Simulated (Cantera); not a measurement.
A closed system holds: 1 mol CH4, 0.18 mol CO2, a varied amount of N2, 0.081 mol NH3, at 2152 °C and 2100000 Pa.

These are equilibrium values from Cantera (NASA tables, ideal gas, pure condensed phases), not measurements of a reactor. Candidate condensed phases: C, C6H6, C7H8, C8H18, H2O; 136 gas species. Rates play no part.

Question: What share of the C ends up in condensed phases as a function of n(N2) (mol), at 0.3, 0.43, 0.62, 0.9, 1.3, 1.9, 2.7, 3.8, 5.5, 8, 11, 16?

Answer: 
```csv
n(N2) (mol),C condensed (%),as
0.3,61.8,C(graphite)
0.43,61.0,C(graphite)
0.62,60.1,C(graphite)
0.9,58.9,C(graphite)
1.3,57.5,C(graphite)
1.9,55.7,C(graphite)
2.7,53.8,C(graphite)
3.8,51.5,C(graphite)
5.5,48.6,C(graphite)
8,45.0,C(graphite)
11,41.5,C(graphite)
16,36.5,C(graphite)
```
